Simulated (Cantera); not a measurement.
**Premixed flame**

A freely propagating, adiabatic, planar premixed flame of 3.87 % C₃H₈, 20.2 % O₂, 75.9 % N₂, equivalence ratio 0.96, unburnt at 350 K and 0.257 atm; mixture-averaged transport, grid criteria slope 0.08 and curve 0.16, no radiation.

Detailed kinetics in Cantera: GRI-Mech 3.0 (53 species, 325 reactions). GRI-Mech 3.0 was tuned for natural gas; its chemistry of propane as a main component is partial and can be far from experiment. Burning velocities carry a grid error of a few per cent, more on coarse grids.

| z (mm) | T (K) | u (m/s) | x C₃H₈ | x O₂ | x CH₂O | x H | x HCN | x H₂ |
|---|---|---|---|---|---|---|---|---|
| -3.18 | 350 | 0.782 | 0.0387 | 0.202 | 1.20e-8 | <1e-8 | <1e-8 | 0.000451 |
| -2.12 | 350 | 0.784 | 0.0387 | 0.202 | 3.33e-7 | <1e-8 | <1e-8 | 0.00168 |
| -1.59 | 352 | 0.790 | 0.0386 | 0.201 | 3.26e-6 | <1e-8 | <1e-8 | 0.00355 |
| -1.06 | 381 | 0.858 | 0.0383 | 0.198 | 6.96e-5 | 5.45e-8 | <1e-8 | 0.00818 |
| -0.530 | 717 | 1.66 | 0.0313 | 0.169 | 0.000940 | 8.61e-5 | 2.54e-7 | 0.0174 |
| -0.265 | 1149 | 2.74 | 0.0130 | 0.126 | 0.00146 | 0.000911 | 8.05e-7 | 0.0221 |
| 0 | 1560 | 3.81 | 0.000614 | 0.0781 | 0.000811 | 0.00434 | 1.74e-6 | 0.0222 |
| 0.265 | 1728 | 4.24 | 1.30e-6 | 0.0501 | 0.000107 | 0.00872 | 1.74e-6 | 0.0169 |
| 0.530 | 1769 | 4.33 | <1e-8 | 0.0387 | 6.46e-6 | 0.0115 | 8.62e-7 | 0.0135 |
| 1.06 | 1804 | 4.38 | <1e-8 | 0.0317 | 1.95e-8 | 0.0133 | 1.36e-7 | 0.0126 |
| 2.12 | 1846 | 4.46 | <1e-8 | 0.0283 | <1e-8 | 0.0130 | <1e-8 | 0.0129 |
| 4.24 | 1902 | 4.58 | <1e-8 | 0.0263 | <1e-8 | 0.0107 | <1e-8 | 0.0121 |
| 8.48 | 1974 | 4.73 | <1e-8 | 0.0241 | <1e-8 | 0.00765 | <1e-8 | 0.0106 |
x: mole fraction of selected species; z is measured from the peak of heat release.

```json
{
 "laminar_burning_velocity": "78.2 cm/s",
 "thermal_thickness": "1.06 mm",
 "peak x(CH₂O)": "0.00147",
 "peak x(H)": "0.0135",
 "peak x(HCN)": "1.95e-6",
 "peak x(H₂)": "0.0232"
}
```
